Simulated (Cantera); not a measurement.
Pyrogenic steam for wet oxidation

A perfectly stirred reactor is fed with H2 : O2 : N2 = 1.4 : 1 : 4.2 (molar parts), at 660 Torr; it is held at 1175 K, and followed from long to short residence time.

Model: the H2/O2 subset of GRI-Mech 3.0, which has no nitrogen chemistry, integrated in Cantera. The temperature is held fixed by assumption; the heat of reaction is taken as removed at once.

| τ (s) | x H2 | x O2 | x O | x H2O | x H2O2 | x OH | x HO2 |
|---|---|---|---|---|---|---|---|
| 26 | 3.04e-5 | 0.0509 | 3.89e-7 | 0.237 | 6.26e-8 | 1.95e-5 | 1.19e-6 |
| 3.4 | 0.000127 | 0.0509 | 1.84e-6 | 0.237 | 2.31e-7 | 3.55e-5 | 4.57e-6 |
| 0.45 | 0.000476 | 0.0510 | 9.53e-6 | 0.237 | 9.28e-7 | 7.10e-5 | 1.38e-5 |
| 0.060 | 0.00155 | 0.0515 | 4.66e-5 | 0.235 | 2.55e-6 | 0.000160 | 2.98e-5 |
| 0.0078 | 0.00471 | 0.0529 | 0.000202 | 0.232 | 4.52e-6 | 0.000389 | 4.83e-5 |
| 0.0010 | 0.0139 | 0.0571 | 0.000743 | 0.220 | 6.42e-6 | 0.000939 | 6.43e-5 |
| 0.00014 | 0.0375 | 0.0686 | 0.00221 | 0.188 | 7.39e-6 | 0.00200 | 7.71e-5 |
x: mole fraction; the columns are a selection and need not sum to one.
